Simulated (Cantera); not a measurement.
**Low-pressure radical oxidation in H2/O2**

An isothermal, constant-pressure homogeneous reactor starts with H2 : O2 = 0.012 : 1 (molar parts), equivalence ratio 0.0060, at 1425 K and 3.30 Torr.

Cantera simulation using GRI-Mech 3.0 (53 species, 325 reactions); the numbers are that mechanism's predictions, not measurements. Radical loss at walls, strong at low pressure, is not modelled.

```tsv
t (s)	x H2	x O2	x HO2	x H2O2	x OH
3.00e-6	0.0119	0.988	3.81e-10	<1e-12	1.03e-11
1.05e-5	0.0119	0.988	1.33e-9	<1e-12	1.19e-10
3.67e-5	0.0119	0.988	4.66e-9	<1e-12	1.25e-9
0.000128	0.0119	0.988	1.63e-8	1.75e-12	9.93e-9
0.000448	0.0119	0.988	5.69e-8	2.05e-11	5.77e-8
0.00157	0.0119	0.988	1.98e-7	2.18e-10	4.98e-7
0.00548	0.0117	0.988	6.26e-7	1.61e-9	8.20e-5
0.0191	6.02e-5	0.977	1.49e-7	3.69e-9	0.00168
0.0669	5.38e-5	0.977	1.46e-7	3.58e-9	0.00164
0.234	5.15e-5	0.977	1.43e-7	3.53e-9	0.00161
0.818	4.47e-5	0.979	1.33e-7	3.36e-9	0.00150
2.86	2.88e-5	0.982	1.05e-7	2.84e-9	0.00120
10.0	9.98e-6	0.986	5.79e-8	1.74e-9	0.000710
```
x: mole fraction; the columns are a selection and need not sum to one.

Equilibrium at this temperature and pressure: H2 1.20e-7, O2 0.988, HO2 3.13e-8, H2O2 1.03e-10, OH 7.78e-5 (gas phase only).
